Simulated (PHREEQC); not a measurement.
Consider water at 25 °C with 0.02 mol KOH, 0.00063 mol Na2B4O7 and 4.2e-05 mol NaHS per kg of water. Closed to the air; pH follows from the charge balance.

Model: ion-association model, wateq4f.dat, run in PHREEQC.

```yaml
pH: 12.21
ionic_strength: 0.0213 mol/kgw
total_alkalinity: 21.3 meq/kg
```

```json
[
 {"species": "K+", "molality": "0.0200", "activity": "0.0173", "log γ": "-0.063"},
 {"species": "OH-", "molality": "0.0187", "activity": "0.0162", "log γ": "-0.064"},
 {"species": "H2BO3-", "molality": "0.00252", "activity": "0.00216", "log γ": "-0.066"},
 {"species": "Na+", "molality": "0.00130", "activity": "0.00113", "log γ": "-0.061"},
 {"species": "HS-", "molality": "3.25e-5", "activity": "2.80e-5", "log γ": "-0.064"},
 {"species": "S-2", "molality": "9.52e-6", "activity": "5.48e-6", "log γ": "-0.240"},
 {"species": "H3BO3", "molality": "2.31e-6", "activity": "2.32e-6", "log γ": "0.002"}
]
```

Precipitation was switched off in this run. The database's pK near 12.9 for HS-/S-2 is now thought far too low, so its S-2 is overstated. The polysulfide entries of wateq4f.dat were taken out for this run.
